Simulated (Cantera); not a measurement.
Charge: 1 mol Si, 1.1 mol CO₂, 1.3 mol H₂, at 0.0133 bar.

Method: chemical equilibrium by Gibbs-energy minimisation in Cantera with the NASA 1993 tables (ideal gas, pure condensed phases). Candidate condensed phases: C, C₆H₆, C₇H₈, C₈H₁₈, H₂O, Si, SiC, SiO₂; 123 gas species. The tables hold silica as quartz up to 1696 K and as liquid above; real silica turns to tridymite and cristobalite and melts near 1996 K. Equilibrium is a limit: real reactors are often held back by kinetics, nucleation or transport.

Question: At 1173 K, list the 4 most abundant gas species with their mole fractions, and the condensed phases.

Answer: H₂ 0.866, CO 0.133, CH₄ 0.000195, H₂O 5.47e-5. Condensed: C(graphite) + SiO₂(β-quartz).
